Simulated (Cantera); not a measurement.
## Thermodynamics of silicon carbide growth, feed SiCl₄ + CH₄ + H₂

A closed system holds: 1 mol SiCl₄, 1 mol CH₄, 130 mol H₂, equilibrated at 7.50 Torr.

These are equilibrium values from Cantera (NASA tables, ideal gas, pure condensed phases), not measurements of a reactor. Candidate condensed phases: C, C₆H₆, C₇H₈, C₈H₁₈, Si, SiC; 109 gas species. The tables' values for SiCl are old estimates; treat these amounts as uncertain. Gases not in the tables: Si₂H₆ and higher silanes. Equilibrium is a limit: real reactors are often held back by kinetics, nucleation or transport.

```csv
T (K),log p H₂,log p H,log p HCl,log p Si,log p C₂H₂ (acetylene),log p Cl,log p SiC₂,log p Si₂C,n SiC(s),n C(graphite)
1950,-2.02,-3.95,-3.54,-5.75,-5.72,-5.59,-7.67,-7.40,0.947,0
1975,-2.02,-3.87,-3.54,-5.59,-5.62,-5.52,-7.43,-7.20,0.932,0
2000,-2.02,-3.80,-3.54,-5.43,-5.51,-5.45,-7.19,-6.99,0.914,0
2025,-2.02,-3.73,-3.54,-5.29,-5.41,-5.38,-6.96,-6.80,0.888,0
2050,-2.02,-3.66,-3.54,-5.14,-5.30,-5.31,-6.73,-6.62,0.855,0
2075,-2.03,-3.59,-3.55,-5.01,-5.19,-5.24,-6.50,-6.44,0.810,0
2100,-2.03,-3.52,-3.55,-4.88,-5.08,-5.17,-6.28,-6.27,0.750,0
2125,-2.03,-3.46,-3.55,-4.75,-4.97,-5.11,-6.06,-6.10,0.671,0
2150,-2.03,-3.39,-3.56,-4.63,-4.86,-5.05,-5.85,-5.94,0.567,0
2175,-2.04,-3.33,-3.56,-4.51,-4.76,-4.99,-5.64,-5.78,0.429,0
2200,-2.04,-3.27,-3.56,-4.39,-4.65,-4.93,-5.43,-5.62,0.247,0
2225,-2.05,-3.21,-3.57,-4.27,-4.58,-4.88,-5.25,-5.47,0,0.0554
```
log p: log10 of the partial pressure in bar; n: condensed amount in mol.

From 1950 K to 2200 K the condensed part is SiC(s). At 2225 K the condensed part is C(graphite). The main Si-bearing gas is Si throughout. The share of Si in condensed phases is highest at 1950 K (94.7 %) and lowest at 2225 K (0.0 %).
